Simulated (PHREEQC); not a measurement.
Consider water at 20 °C with 0.013 mol/kgw HCl, 0.0074 mol/kgw Li2SO4 and 0.082 mol/kgw MnSO4. Closed to the air; pH follows from the charge balance.

The numbers come from PHREEQC with the ion-association model, phreeqc.dat.

Precipitation was switched off in this run.

**Question.** Order these Mn species by the share of Mn that they hold, largest first: MnCl+, MnSO4, Mn+2.

**Answer.** Mn+2 (59 %), MnSO4 (40 %), MnCl+ (0.92 %)

**Question.** Order these S species by the share of S that they hold, largest first: LiSO4-, HSO4-, SO4-2, MnSO4.

**Answer.** SO4-2 (54 %), MnSO4 (37 %), HSO4- (8.2 %), LiSO4- (0.97 %)

The pH is 2.35 and the ionic strength 0.213 mol/kgw.
